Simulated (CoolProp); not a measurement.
Model: reference Helmholtz-energy equation of state, Fiedler 2023, in CoolProp.

Task: Give the vapour pressure (MPa), vapour density (kg/m³) of saturated tetrahydrofuran at 183.25, 192.05 °C.

Result: 
```
T (°C)  p (MPa)  vapour density (kg/m³)
------  -------  ----------------------
183.25     1.54                    37.0
192.05     1.79                    43.3
```
